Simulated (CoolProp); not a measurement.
Vapour-liquid equilibrium of R134a (1) + R141b (2) at 0.266 MPa; x and y are mole fractions of (1).

Computed with CoolProp (multi-fluid Helmholtz-energy mixture model, Tillner-Roth 1994 and Lemmon 2006; pair parameters Bell 2016).

**Question.** Give the bubble temperature and the first vapour's composition at x = 0.35, 0.5, 0.65. Is there an azeotrope?

**Answer.** x = 0.35: 289.4 K, y = 0.842; x = 0.5: 282.7 K, y = 0.898; x = 0.65: 278.3 K, y = 0.932. No azeotrope shows between x = 0.05 and 0.95.

The pair parameters rest on a limited set of measurements; away from them the model extrapolates.
